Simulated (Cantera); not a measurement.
Input: 1 mol TiO₂, 2.1 mol H₂, held at 1198.15 K and 0.100 bar.

Method: chemical equilibrium by Gibbs-energy minimisation in Cantera with the NASA 1993 tables (ideal gas, pure condensed phases). Candidate condensed phases: H₂O, Ti, TiO, TiO₂, Ti₂O₃, Ti₃O₅, Ti₄O₇; 12 gas species. Mutual solubility and eutectic melting of coexisting phases are not modelled. Condensed phases not in the tables: Magnéli phases beyond Ti₄O₇. The numbers say what is thermodynamically allowed, not how fast it happens.

Base state: H₂ 0.999, H₂O 0.00104 (mole fractions); condensed: TiO₂(rutile) + Ti₄O₇(s).

Question: What changes in the equilibrium state with this change: temperature from 1198.15 K to 1600 K?

Answer: 
```json
[
 {"species": "H₂", "before": "0.999", "after": "0.969"},
 {"species": "H₂O", "before": "0.00104", "after": "0.0310"},
 {"species": "H", "before": "6.03e-7", "after": "0.000169"},
 {"species": "TiO₂(rutile), mol", "before": "0.991", "after": "0.739"},
 {"species": "Ti₄O₇(s), mol", "before": "0.00218", "after": "0.0652"}
]
```

Question: What changes in the equilibrium state with this change: TiO₂ replaced by Nb₂O₅?

Answer: 
| species | before | after |
|---|---|---|
| H₂ | 0.999 | 0.979 |
| H₂O | 0.00104 | 0.0208 |
| TiO₂(rutile), mol | 0.991 | 0 |
| Ti₄O₇(s), mol | 0.00218 | 0 |
| NbO₂(s), mol | 0 | 0.0872 |
| Nb₂O₅(s), mol | 0 | 0.956 |
Condensed phases not in the tables: the oxides between NbO₂ and Nb₂O₅. Further candidate phases: Nb, NbO, NbO₂, Nb₂O₅.
